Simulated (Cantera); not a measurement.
A perfectly stirred reactor is fed with CO : O2 : H2O : N2 = 0.0072 : 0.037 : 0.0084 : 1 (molar parts), equivalence ratio 0.097, at 500000 Pa; it is held at 1348 K, and followed from long to short residence time.

Computed with Cantera and GRI-Mech 3.0 (53 species, 325 reactions).

One state of this run: x CO = 0.000159; x O2 = 0.0319; x H2O = 0.00800; x NO = 5.13e-7; x OH = 1.72e-5; x N2O = 2.01e-6; x O = 3.23e-6. x: mole fraction; the columns are a selection and need not sum to one.

### Question
Which value of τ (s) does it belong to?
A. 0.53
B. 0.17
C. 0.0018
D. 0.0057

### Answer
B, 0.17
